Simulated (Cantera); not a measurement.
## Low-pressure radical oxidation in H2/O2

An isothermal, constant-pressure homogeneous reactor starts with 13.9 % H2, 29.7 % O2, 56.4 % N2, equivalence ratio 0.23, at 925 K and 0.0132 atm.

Cantera simulation using GRI-Mech 3.0 (53 species, 325 reactions); the numbers are that mechanism's predictions, not measurements. Radical loss at walls, strong at low pressure, is not modelled. Below about 950 K walls govern HO2 and H2O2 in real vessels. The temperature is held fixed by assumption; the heat of reaction is taken as removed at once.

```json
[
 {"t (s)": "0.000100", "x H2": "0.139", "x O2": "0.297", "x NO": "<1e-12", "x H": "4.25e-12", "x HO2": "4.37e-12"},
 {"t (s)": "0.000501", "x H2": "0.139", "x O2": "0.297", "x NO": "<1e-12", "x H": "2.53e-11", "x HO2": "2.21e-11"},
 {"t (s)": "0.00251", "x H2": "0.139", "x O2": "0.297", "x NO": "<1e-12", "x H": "9.93e-10", "x HO2": "1.38e-10"},
 {"t (s)": "0.0126", "x H2": "0.127", "x O2": "0.291", "x NO": "3.24e-10", "x H": "0.00670", "x HO2": "3.21e-6"},
 {"t (s)": "0.0632", "x H2": "0.000946", "x O2": "0.244", "x NO": "5.89e-7", "x H": "0.000951", "x HO2": "4.86e-6"},
 {"t (s)": "0.317", "x H2": "2.62e-5", "x O2": "0.244", "x NO": "5.87e-7", "x H": "2.00e-6", "x HO2": "7.68e-7"},
 {"t (s)": "1.59", "x H2": "9.23e-7", "x O2": "0.244", "x NO": "5.83e-7", "x H": "2.55e-8", "x HO2": "5.96e-8"},
 {"t (s)": "7.98", "x H2": "5.14e-8", "x O2": "0.244", "x NO": "5.84e-7", "x H": "8.41e-10", "x HO2": "6.69e-9"},
 {"t (s)": "40.0", "x H2": "6.42e-9", "x O2": "0.244", "x NO": "5.88e-7", "x H": "4.98e-11", "x HO2": "1.09e-9"}
]
```
x: mole fraction; the columns are a selection and need not sum to one.

Equilibrium at this temperature and pressure: H2 2.07e-11, O2 0.244, NO 1.22e-5, H <1e-12, HO2 1.19e-10 (gas phase only).
